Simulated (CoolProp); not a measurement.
The fluid at 293.15 K and 1.71 MPa flows at 0.15 m/s in a round tube of 25 mm bore and 15 µm roughness, fully developed (64/Re and Nu = 3.66 if laminar; Colebrook and Gnielinski if turbulent). The same conditions are run with several fluids, on thermodynamics alone (safety and materials aside).

Model: reference Helmholtz-energy equation of state of each fluid (R404A: Lemmon 2003; ammonia: Gao 2020; R143a: Lemmon and Jacobsen 2000; R507A: Lemmon 2003; R245fa: Akasaka 2015), in CoolProp. Blends and air are pseudo-pure fits.

```json
[
 {"fluid": "R404A", "Reynolds number": "29300", "Darcy friction factor": "0.0251", "pressure drop (Pa/m)": "12.1", "heat-transfer coefficient (W/(m² K))": "418", "mass flow (kg/h)": "285"},
 {"fluid": "ammonia", "Reynolds number": "16500", "Darcy friction factor": "0.0283", "pressure drop (Pa/m)": "?", "heat-transfer coefficient (W/(m² K))": "1250", "mass flow (kg/h)": "?"},
 {"fluid": "R143a", "Reynolds number": "30100", "Darcy friction factor": "0.0250", "pressure drop (Pa/m)": "10.8", "heat-transfer coefficient (W/(m² K))": "425", "mass flow (kg/h)": "?"},
 {"fluid": "R507A", "Reynolds number": "28900", "Darcy friction factor": "?", "pressure drop (Pa/m)": "?", "heat-transfer coefficient (W/(m² K))": "409", "mass flow (kg/h)": "286"},
 {"fluid": "R245fa", "Reynolds number": "11900", "Darcy friction factor": "0.0305", "pressure drop (Pa/m)": "18.6", "heat-transfer coefficient (W/(m² K))": "?", "mass flow (kg/h)": "360"}
]
```

Q: Some entries are withheld; supply them.

A: 
- ammonia, pressure drop (Pa/m): 7.79
- ammonia, mass flow (kg/h): 162
- R143a, mass flow (kg/h): 253
- R507A, Darcy friction factor: 0.0252
- R507A, pressure drop (Pa/m): 12.2
- R245fa, heat-transfer coefficient (W/(m² K)): 332

Transport values come from each fluid's own correlations; those of R143a, R245fa are estimates that may be off by 10 % or more.
